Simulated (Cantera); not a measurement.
An isothermal, constant-pressure homogeneous reactor starts with C3H8 : H2 = 1 : 1.2 (molar parts), at 1925 K and 20.0 Torr. Integrator tolerance rtol = 1e-08.

Detailed kinetics in Cantera: GRI-Mech 3.0 (53 species, 325 reactions). GRI-Mech 3.0 was tuned for natural gas; its chemistry of propane as a main component is partial and can be far from experiment. GRI-Mech 3.0 stops at C3 and has no aromatics, soot or wall deposition, so with more carbon than oxygen in the feed, carbon stays in small species such as C2H2 where larger ones or solid carbon would form. Radical loss at walls, strong at low pressure, is not modelled.

Q: What does this change do: temperature 1925 to 1225 K?

A: 
```csv
quantity,before,after
x(C3H8) at 40.0 s,<1e-12 (gas-phase equilibrium <1e-12),6.08e-8 (gas-phase equilibrium 4.11e-8)
x(H2) at 40.0 s,0.707 (gas-phase equilibrium 0.707),0.531 (gas-phase equilibrium 0.565)
x(CH4) at 40.0 s,0.000206 (gas-phase equilibrium 0.000206),0.215 (gas-phase equilibrium 0.175)
x(CH2) at 40.0 s,2.49e-7 (gas-phase equilibrium 2.49e-7),1.25e-11 (gas-phase equilibrium 1.17e-11)
x(C2H) at 40.0 s,2.89e-5 (gas-phase equilibrium 2.89e-5),1.19e-10 (gas-phase equilibrium 1.36e-10)
x(CH3) at 40.0 s,2.88e-5 (gas-phase equilibrium 2.88e-5),9.86e-6 (gas-phase equilibrium 8.61e-6)
x(H) at 40.0 s,0.00496 (gas-phase equilibrium 0.00496),1.27e-6 (gas-phase equilibrium 1.44e-6)
```
